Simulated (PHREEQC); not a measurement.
Consider water at 25 °C with 0.11 mol/kgw HCl, 0.0093 mol/kgw FeCl2 and 3.2e-05 mol/kgw Fe2(SO4)3. Closed to the air; pH follows from the charge balance.

All values are PHREEQC results (ion-association model, phreeqc.dat), not measurements.

```
quantity                 before    after
----------------------  -------  -------
pH                         1.05     1.05
HSO4- (mol/kgw)         7.07e-5  8.17e-5
FeCl+2 (mol/kgw)        3.21e-5  4.57e-5
Fe+3 (mol/kgw)          2.45e-5  1.23e-5
SO4-2 (mol/kgw)         1.86e-5  8.56e-6
FeCl2+ (mol/kgw)        6.06e-6  2.60e-6
SI of Hematite (Fe2O3)    -0.55    +1.45
SI of Goethite (FeOOH)    -1.28    -0.36
```

Name the change that produced these shifts.
(A) temperature from 25 to 35 °C
(B) temperature from 25 to 65 °C
(C) diluted 5-fold with water
(D) HCl from 0.11 to 0.121 mol/kgw
(E) diluted 100-fold with water

B, temperature from 25 to 65 °C

Precipitation was switched off in this run. Some of these states are supersaturated (in Hematite (slow to form), for instance). Constants without temperature data keep their 25 °C values here.
